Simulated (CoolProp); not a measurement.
Saturation properties of propane (Tc = 369.9 K, pc = 4.251 MPa, ω = 0.152).

Values from CoolProp's reference Helmholtz-energy equation of state, Lemmon 2009.

```csv
T (K),p (MPa),vapour density (kg/m³),surface tension (mN/m),liquid conductivity (mW/(m K))
184.8,?,0.2102,21.9,158
198.9,0.01887,0.5087,20.0,149
213.1,0.04258,1.081,18.1,140
227.3,0.08567,?,16.2,?
241.4,0.1566,?,14.3,123
255.6,0.2668,5.977,12.4,116
269.8,?,9.367,10.6,108
283.9,0.6502,14.07,?,101
298.1,0.9509,20.59,7.03,?
312.3,?,29.53,5.36,87.4
```

Q: What belongs in the gaps?

A: 
- 184.8, p (MPa): 0.007287
- 227.3, vapour density (kg/m³): 2.067
- 227.3, liquid conductivity (mW/(m K)): 132
- 241.4, vapour density (kg/m³): 3.624
- 269.8, p (MPa): 0.4277
- 283.9, surface tension (mN/m): 8.77
- 298.1, liquid conductivity (mW/(m K)): 93.9
- 312.3, p (MPa): 1.343

It boils at 231.0 K under 1 atm.

Thermal conductivity comes from a separate model (Marsh 2002). Surface tension comes from a separate correlation (Mulero 2012).
